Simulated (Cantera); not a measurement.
Feed: 1 mol Fe(CO)5, 2.5 mol H2, 21 mol N2, at 1448 K and 0.133 bar.

Method: chemical equilibrium by Gibbs-energy minimisation in Cantera with the NASA 1993 tables (ideal gas, pure condensed phases). Candidate condensed phases: C, C6H6, C7H8, C8H18, Fe, Fe(CO)5, FeO, Fe(OH)2, Fe(OH)3, Fe2O3, Fe3O4, H2O; 140 gas species. Equilibrium is a limit: real reactors are often held back by kinetics, nucleation or transport.

Q: What is the equilibrium state?

A: 
| Property | Result |
|---|---|
| x(N2) | 0.737 |
| x(CO) | 0.175 |
| x(H2) | 0.0877 |
| x(HCN) | 4.13e-5 |
| x(H2O) | 2.31e-5 |
| x(CO2) | 1.95e-5 |
| x(H) | 7.47e-6 |
| n(Fe(γ)) | 1.000 mol |
| gas amount | 28.50 mol |
| log10 activity of C(graphite) (absent) | -0.65 |
| log10 activity of Fe(OH)2(s) (absent) | -14.20 |
| log10 activity of Fe(OH)3(s) (absent) | -23.61 |
